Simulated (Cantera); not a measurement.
An isothermal, constant-pressure homogeneous reactor starts with CH4 : H2 = 1 : 41 (molar parts), at 1675 K and 100.0 Torr.

Detailed kinetics in Cantera: GRI-Mech 3.0 (53 species, 325 reactions). GRI-Mech 3.0 stops at C3 and has no aromatics, soot or wall deposition, so with more carbon than oxygen in the feed, carbon stays in small species such as C2H2 where larger ones or solid carbon would form.

x: mole fraction; the columns are a selection and need not sum to one.

```tsv
t (s)	x CH4	x H2	x C2H4	x C2H2	x C2H6	x CH3	x CH2
0.000100	0.0238	0.976	1.16e-10	<1e-12	1.56e-10	2.82e-6	1.49e-11
0.000268	0.0238	0.976	2.26e-9	1.27e-11	2.54e-9	7.49e-6	1.12e-10
0.000720	0.0238	0.976	4.47e-8	9.16e-10	3.37e-8	1.99e-5	8.09e-10
0.00193	0.0238	0.976	8.72e-7	8.15e-8	2.87e-7	5.13e-5	…
0.00518	0.0237	0.976	1.05e-5	5.82e-6	1.16e-6	0.000110	…
0.0139	0.0234	0.976	2.72e-5	9.66e-5	1.74e-6	0.000143	4.14e-8
0.0373	0.0227	0.976	2.92e-5	0.000418	1.67e-6	0.000140	4.11e-8
0.100	0.0211	0.977	3.18e-5	0.00120	1.45e-6	0.000131	3.86e-8
0.268	0.0178	0.979	3.80e-5	0.00286	1.04e-6	0.000111	…
0.720	0.0124	0.982	5.02e-5	0.00550	5.20e-7	7.82e-5	…
1.93	0.00684	0.985	6.57e-5	0.00820	1.70e-7	4.40e-5	…
5.18	0.00339	0.986	7.69e-5	0.00988	5.20e-8	2.21e-5	…
13.9	0.00221	0.987	8.11e-5	0.0105	2.97e-8	1.44e-5	4.69e-9
37.3	0.00210	0.987	8.14e-5	0.0105	2.81e-8	1.37e-5	4.46e-9
100	0.00210	0.987	8.14e-5	0.0105	2.81e-8	1.37e-5	4.46e-9
```

What belongs in the gaps?


- 0.00193, x CH2: 5.40e-9
- 0.00518, x CH2: 2.47e-8
- 0.268, x CH2: 3.32e-8
- 0.720, x CH2: 2.40e-8
- 1.93, x CH2: 1.39e-8
- 5.18, x CH2: 7.10e-9
